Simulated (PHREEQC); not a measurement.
3.4 g of hydrous ferric oxide (600 m²/g; 0.2 weak and 0.005 strong sites per Fe, Dzombak-Morel constants, diffuse double layer) in 1 kg of water with 0.01 mol/kgw of an inert sodium salt and 0.00019 mol MgCl2, 0.0011 mol MnCl2 and 1.3e-05 mol Na2SO4, at 25 °C; the pH is set by adding NaOH or the inert anion's acid. No oxygen is let in. CO2 from the air is kept out. No solid was allowed to form.

The numbers come from PHREEQC with the ion-association model, wateq4f.dat.

Problem. Predict Mg sorbed (%) at pH = 4.5, 6, 7, 7.5, 9.

Solution. 
| pH | Mg sorbed (%) |
|---|---|
| 4.5 | 0.0 |
| 6 | 0.1 |
| 7 | 6.1 |
| 7.5 | 29.4 |
| 9 | 99.6 |

Complexes and solids missing from the database can't appear. The oxide is taken as insoluble; below pH 4 it would dissolve.
